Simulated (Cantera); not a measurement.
What does this Cantera script print?

```python
import numpy as np
import cantera as ct

gas_names = """
    O2 S2
""".split()
cond_names = """
    Na(L) Na2O(c) Na2O2(b) Na2S(1) Na2SO4(I)
""".split()


# ... load() reads the species with a 1 bar reference pressure and builds the phases ...
species = {s.name: s for s in load("nasa_gas.yaml", gas_names) + load("nasa_condensed.yaml", cond_names)}
T = 825
g = {n: (s.thermo.h(T) - T * s.thermo.s(T)) / (ct.gas_constant * T * np.log(10)) for n, s in species.items()}
valid = cond_names  # the entries whose range holds T


def stable(la, lb):
    # potentials (over RT ln 10) of the two non-metals from log10 p(O2) and log10 p(S2) in bar
    mu = {}
    mu["O"] = (g["O2"] + la) / 2
    mu["S"] = (g["S2"] + lb) / 2
    cost = {}
    for n in valid:
        c = species[n].composition
        cost[n] = (g[n] - sum(c.get(e, 0) * m for e, m in mu.items())) / c["Na"]
    return min(cost, key=cost.get)


results = []
for lb in [0, -2.9, -5.8, -8.7, -11.6, -14.4, -17.3, -20.2, -23.1, -26]:
    row = [stable(la, lb) for la in [-52, -48.5, -44.9, -41.4, -37.9, -34.3, -30.8, -27.3, -23.7, -20.2, -16.7, -13.1, -9.6, -6.1, -2.5, 1]]
    results.append(row)
    print(f"{lb:6.1f}  " + " ".join(f"{valid.index(n):x}" for n in row))
print("key: " + ", ".join(f"{i:x} {n}" for i, n in enumerate(valid)))
```

Output:

```
   0.0  3 3 3 3 3 3 3 3 3 4 4 4 4 4 4 4
  -2.9  3 3 3 3 3 3 3 3 3 4 4 4 4 4 4 4
  -5.8  3 3 3 3 3 3 3 3 3 4 4 4 4 4 4 4
  -8.7  3 3 3 3 3 3 3 3 3 4 4 4 4 4 4 4
 -11.6  3 3 3 3 3 3 3 3 3 4 4 4 4 4 4 4
 -14.4  3 3 3 3 3 3 3 3 3 4 4 4 4 4 4 4
 -17.3  3 3 3 3 3 3 3 3 3 4 4 4 4 4 4 4
 -20.2  3 3 3 3 3 3 3 3 3 4 4 4 4 4 4 4
 -23.1  3 3 3 3 3 3 3 3 3 4 4 4 4 4 4 4
 -26.0  3 3 3 3 3 3 3 3 3 4 4 4 4 4 4 4
key: 0 Na(L), 1 Na2O(c), 2 Na2O2(b), 3 Na2S(1), 4 Na2SO4(I)
```

Source: NASA polynomial tables (part measured, part estimated), evaluated in Cantera. Not in the tables: pyrosulfates. Part of the grid cannot be reached: there another gas would pass 10 bar, or a non-metal would condense.
